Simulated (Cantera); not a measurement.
A closed system holds: 1 mol CH3F, 0.014 mol F2, held at 2400 K and 0.0150 bar.

These are equilibrium values from Cantera (NASA tables, ideal gas, pure condensed phases), not measurements of a reactor. Candidate condensed phases: C, C6H6, C7H8, C8H18; 95 gas species. Kinetics and transport are ignored.

Base state: HF 0.489, H2 0.424, H 0.0845, C2H2 (acetylene) 0.00295, F 0.000155, C2H 3.39e-5 (mole fractions); condensed: C(graphite).

**Question.** What changes in the equilibrium state with this change: pressure from 0.0150 bar to 1.00 bar?

**Answer.** 
```tsv
species	before	after
HF	0.489	0.508
H2	0.424	0.478
H	0.0845	0.0110
CH4	4.78e-7	4.06e-5
CH3	1.76e-6	1.72e-5
F	0.000155	1.86e-5
C2H	3.39e-5	4.41e-6
C(graphite), mol	0.987	0.986
```
